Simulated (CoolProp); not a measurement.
Vapour-liquid equilibrium of carbon dioxide (1) + propylene (2) at 272.6 K; x and y are mole fractions of (1).

Computed with CoolProp (multi-fluid Helmholtz-energy mixture model, Span 1996 and Lemmon 2013; pair parameters Bell 2016).

| x | bubble pressure, mixture model (MPa) | bubble pressure, Raoult's law (MPa) | y, mixture model | y, Raoult's law |
|---|---|---|---|---|
| 0.05 | 0.7894 | 0.7176 | 0.275 | 0.239 |
| 0.2 | 1.375 | 1.147 | 0.603 | 0.599 |
| 0.35 | 1.859 | 1.576 | … | 0.763 |
| 0.5 | 2.260 | 2.005 | 0.798 | 0.857 |
| 0.65 | … | 2.434 | … | 0.917 |
| 0.8 | … | 2.863 | 0.908 | 0.960 |
| 0.95 | 3.313 | 3.292 | … | 0.991 |

Fill in the missing entries.


- 0.35, y, mixture model: 0.727
- 0.65, bubble pressure, mixture model (MPa): 2.614
- 0.65, y, mixture model: 0.853
- 0.8, bubble pressure, mixture model (MPa): 2.958
- 0.95, y, mixture model: 0.974

The largest gap from Raoult's law is +19.9 % in bubble pressure, at x = 0.2. No azeotrope shows between x = 0.05 and 0.95.

The pair parameters rest on a limited set of measurements; away from them the model extrapolates.
